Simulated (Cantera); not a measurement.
**Equilibrium for silicon carbide growth: CH3SiH3 + HCl + H2**

Feed: 1 mol CH3SiH3, 0.27 mol HCl, 4.5 mol H2, equilibrated at 0.00110 bar.

Cantera equilibrium calculation (NASA polynomials, part measured and part estimated; ideal gas, pure solids and liquids). Candidate condensed phases: C, C6H6, C7H8, C8H18, Si, SiC; 109 gas species. The feed counts by its element totals alone. The tables' values for SiCl are old estimates; treat these amounts as uncertain. Gases not in the tables: Si2H6 and higher silanes. Kinetics and transport are ignored.

From 1573 K to 1873 K the condensed part is SiC(s). From 1948 K to 2248 K the condensed part is C(graphite) + SiC(s). From 2323 K to 2548 K the condensed part is C(graphite). The main Si-bearing gas is SiCl2 at 1573 K and Si at 2548 K.

```json
[
 {"T (K)": "1573", "x H2": "0.964", "x H": "0.00120", "x Si": "4.81e-7", "x HCl": "0.0346", "x SiC2": "1.51e-9", "x Cl": "3.43e-5", "x C2H2 (acetylene)": "1.97e-5", "n SiC(s)": "1.000", "n C(graphite)": "0"},
 {"T (K)": "1648", "x H2": "0.963", "x H": "0.00263", "x Si": "3.31e-6", "x HCl": "0.0345", "x SiC2": "1.39e-8", "x Cl": "7.40e-5", "x C2H2 (acetylene)": "3.27e-5", "n SiC(s)": "0.999", "n C(graphite)": "0"},
 {"T (K)": "1723", "x H2": "0.960", "x H": "0.00539", "x Si": "1.87e-5", "x HCl": "0.0343", "x SiC2": "1.08e-7", "x Cl": "0.000149", "x C2H2 (acetylene)": "5.53e-5", "n SiC(s)": "0.999", "n C(graphite)": "0"},
 {"T (K)": "1798", "x H2": "0.955", "x H": "0.0104", "x Si": "8.41e-5", "x HCl": "0.0340", "x SiC2": "7.68e-7", "x Cl": "0.000283", "x C2H2 (acetylene)": "0.000104", "n SiC(s)": "0.998", "n C(graphite)": "0"},
 {"T (K)": "1873", "x H2": "0.946", "x H": "0.0189", "x Si": "0.000302", "x HCl": "0.0336", "x SiC2": "5.14e-6", "x Cl": "0.000509", "x C2H2 (acetylene)": "0.000229", "n SiC(s)": "0.996", "n C(graphite)": "0"},
 {"T (K)": "1948", "x H2": "0.932", "x H": "0.0329", "x Si": "0.000950", "x HCl": "0.0329", "x SiC2": "3.07e-5", "x Cl": "0.000872", "x C2H2 (acetylene)": "0.000502", "n SiC(s)": "0.990", "n C(graphite)": "0.00108"},
 {"T (K)": "2023", "x H2": "0.908", "x H": "0.0546", "x Si": "0.00308", "x HCl": "0.0318", "x SiC2": "0.000142", "x Cl": "0.00142", "x C2H2 (acetylene)": "0.000811", "n SiC(s)": "0.970", "n C(graphite)": "0.0139"},
 {"T (K)": "2098", "x H2": "0.869", "x H": "0.0865", "x Si": "0.00919", "x HCl": "0.0301", "x SiC2": "0.000588", "x Cl": "0.00221", "x C2H2 (acetylene)": "0.00124", "n SiC(s)": "0.909", "n C(graphite)": "0.0578"},
 {"T (K)": "2173", "x H2": "0.807", "x H": "0.131", "x Si": "0.0254", "x HCl": "0.0274", "x SiC2": "0.00220", "x Cl": "0.00324", "x C2H2 (acetylene)": "0.00178", "n SiC(s)": "0.731", "n C(graphite)": "0.189"},
 {"T (K)": "2248", "x H2": "0.705", "x H": "0.186", "x Si": "0.0654", "x HCl": "0.0233", "x SiC2": "0.00752", "x Cl": "0.00445", "x C2H2 (acetylene)": "0.00233", "n SiC(s)": "0.212", "n C(graphite)": "0.560"},
 {"T (K)": "2323", "x H2": "0.617", "x H": "0.258", "x Si": "0.0791", "x HCl": "0.0201", "x SiC2": "0.0118", "x Cl": "0.00604", "x C2H2 (acetylene)": "0.00299", "n SiC(s)": "0", "n C(graphite)": "0.665"},
 {"T (K)": "2398", "x H2": "0.532", "x H": "0.347", "x Si": "0.0752", "x HCl": "0.0171", "x SiC2": "0.0143", "x Cl": "0.00792", "x C2H2 (acetylene)": "0.00368", "n SiC(s)": "0", "n C(graphite)": "0.592"},
 {"T (K)": "2473", "x H2": "0.439", "x H": "0.445", "x Si": "0.0692", "x HCl": "0.0137", "x SiC2": "0.0166", "x Cl": "0.00985", "x C2H2 (acetylene)": "0.00423", "n SiC(s)": "0", "n C(graphite)": "0.499"},
 {"T (K)": "2548", "x H2": "0.343", "x H": "0.546", "x Si": "0.0623", "x HCl": "0.0104", "x SiC2": "0.0185", "x Cl": "0.0116", "x C2H2 (acetylene)": "0.00453", "n SiC(s)": "0", "n C(graphite)": "0.378"}
]
```
x: gas mole fraction; n: condensed amount in mol.
